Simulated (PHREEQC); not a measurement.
Dissolve 43 mmol/kgw HF and 51 mmol/kgw NaF at 25 °C. It is in equilibrium with CO2 at log p = -2 (atm). Otherwise closed; pH follows from the charge balance.

Computed with PHREEQC (ion-association model, phreeqc.dat).

This is a speciation only: nothing precipitates in the calculation.

Question: Predict the pH.

Answer: pH 3.17.

Question: In which forms is F present?

Answer: F- 48 %, HF 38 %, HF2- 13 %, NaF 0.9 % of the F.
